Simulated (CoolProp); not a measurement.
Vapour-liquid equilibrium of CHF3 (R23) (1) + R125 (2) at 0.0421 MPa; x and y are mole fractions of (1).

Values from CoolProp's multi-fluid Helmholtz-energy mixture model, Penoncello 2003 and Lemmon 2005; pair parameters Bell 2016.

Give the bubble temperature and the first vapour's composition at x = 0.25, 0.35, 0.45. Is there an azeotrope?

x = 0.25: 193.9 K, y = 0.705; x = 0.35: 190.1 K, y = 0.804; x = 0.45: 187.1 K, y = 0.867. No azeotrope shows between x = 0.05 and 0.95.

Pair parameters are fitted to limited data, so mixtures are less certain than the pure fluids. The gap from Raoult's law changes sign with composition, which may be real or a fault of the pair parameters; it wasn't checked against measurements.
